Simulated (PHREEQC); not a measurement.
Make-up at 25 °C: 2 mmol/kgw HF and 1.8 mmol/kgw CsF. Closed to the air; pH follows from the charge balance.

The numbers come from PHREEQC with the ion-association model, wateq4f.dat.

Precipitation was switched off in this run.

Question: What pH does the model give?

Answer: pH 3.34.

Question: In which forms is F present?

Answer: F- 60 %, HF 39 %, HF2- 0.7 % of the F.

Complexes and solids missing from the database can't appear.
